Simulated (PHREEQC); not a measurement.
Consider water at 5 °C with 0.029 mol KOH, 0.00059 mol CO2 and 0.00095 mol Na2CO3 per kg of water. Closed to the air; pH follows from the charge balance.

All values are PHREEQC results (ion-association model, phreeqc.dat), not measurements.

No solid was allowed to form.

**Question.** Estimate the pH, ionic strength, specific conductance.

**Answer.** pH 13.10; ionic strength 0.0324 mol/kgw; specific conductance 4150 µS/cm.

Constants without temperature data keep their 25 °C values here.
